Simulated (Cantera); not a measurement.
A perfectly stirred reactor is fed with H2 : O2 : N2 = 0.83 : 1 : 7.5 (molar parts), equivalence ratio 0.41, at 90.0 Torr; it is held at 1325 K, and followed from long to short residence time.

Model: GRI-Mech 3.0 (53 species, 325 reactions), integrated in Cantera. The temperature is held fixed by assumption; the heat of reaction is taken as removed at once.

### Question
What does this change do: pressure from 90.0 Torr to 0.690 bar?

### Answer
| quantity | before | after |
|---|---|---|
| x(H2) at τ = 5.10 s | 7.28e-5 | 1.55e-5 |
| x(O2) at τ = 5.10 s | 0.0655 | 0.0656 |
| x(NO2) at τ = 5.10 s | 9.96e-10 | 1.47e-8 |
| x(H) at τ = 5.10 s | 1.43e-5 | 4.33e-7 |
| x(OH) at τ = 5.10 s | 0.000337 | 9.85e-5 |
| x(H2) at τ = 0.110 s | 0.000897 | 0.000197 |
| x(O2) at τ = 0.110 s | 0.0653 | 0.0656 |
| x(NO2) at τ = 0.110 s | 2.82e-10 | 3.93e-9 |
| x(H) at τ = 0.110 s | 0.000654 | 2.04e-5 |
| x(OH) at τ = 0.110 s | 0.00121 | 0.000351 |

### Question
What does this change do: pressure from 90.0 Torr to 0.480 bar?

### Answer
| quantity | before | after |
|---|---|---|
| x(H2) at τ = 5.10 s | 7.28e-5 | 1.99e-5 |
| x(O2) at τ = 5.10 s | 0.0655 | 0.0656 |
| x(NO2) at τ = 5.10 s | 9.96e-10 | 1.05e-8 |
| x(H) at τ = 5.10 s | 1.43e-5 | 8.89e-7 |
| x(OH) at τ = 5.10 s | 0.000337 | 0.000128 |
| x(H2) at τ = 0.110 s | 0.000897 | 0.000251 |
| x(O2) at τ = 0.110 s | 0.0653 | 0.0655 |
| x(NO2) at τ = 0.110 s | 2.82e-10 | 1.98e-9 |
| x(H) at τ = 0.110 s | 0.000654 | 4.21e-5 |
| x(OH) at τ = 0.110 s | 0.00121 | 0.000460 |
